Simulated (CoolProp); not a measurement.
R124 along the isobar 618 kPa: density (kg/m³) from the reference equation and from simpler models built on Tc = 395.4 K, pc = 3624 kPa, ω = 0.288; each cubic takes its own stable root.

The numbers come from the reference Helmholtz-energy equation of state, de Vries 1995 in CoolProp.

```
T (K)   phase  reference
-----  ------  ---------
189.4  liquid       1673
201.9  liquid       1640
214.3  liquid       1607
226.8  liquid       1573
239.3  liquid       1539
251.7  liquid       1503
264.2  liquid       1466
276.7  liquid       1428
289.1  liquid       1387
301.6  liquid       1344
326.5     gas      35.64
339       gas      33.62
```

Task: How far does each simpler model (Redlich-Kwong, Peng-Robinson) lie from the reference over these 12 states: mean and median of the absolute difference, and the worst?

Result: 
- Redlich-Kwong: mean 17.2 %, median 11.4 %, worst -97.1 % at 301.6 K and 618 kPa
- Peng-Robinson: mean 2.6 %, median 3.1 %, worst +3.6 % at 264.2 K and 618 kPa

At some of these states Redlich-Kwong gives the other phase, because its saturation line lies elsewhere.
